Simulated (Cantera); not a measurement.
Ammonia decomposition in nitride growth gas

A perfectly stirred reactor is fed with 10.2 % NH₃, 89.5 % N₂, 0.346 % H₂, at 1.00 bar; it is held at 2075 K, and followed from long to short residence time.

Model: the gas-phase N/H chemistry of the illustrative SiF4/NH3 mechanism in the Surface Chemkin manual (1991), integrated in Cantera. Walls and surfaces, which speed up NH3 decomposition in real reactors, are not modelled.

```
τ (s)      x NH₃   x N₂      x N    x N₂H₄     x H₂
-------  -------  -----  -------  --------  -------
0.32     0.00632  0.860  1.31e-6  8.75e-10    0.133
0.17      0.0110  0.862  1.37e-6   1.92e-9    0.126
0.094     0.0179  0.865  1.40e-6   3.85e-9    0.117
0.051     0.0282  0.868  1.41e-6   7.38e-9    0.103
0.028     0.0414  0.873  1.37e-6   1.29e-8   0.0851
0.015     0.0567  0.879  1.27e-6   2.08e-8   0.0643
0.0081    0.0709  0.884  1.10e-6   3.03e-8   0.0449
0.0044    0.0822  0.888  8.81e-7   4.06e-8   0.0296
0.0024    0.0900  0.891  6.42e-7   5.09e-8   0.0189
0.0013    0.0950  0.892  4.33e-7   5.97e-8   0.0121
0.00070   0.0980  0.893  2.82e-7   6.42e-8  0.00800
```
x: mole fraction; the columns are a selection and need not sum to one.
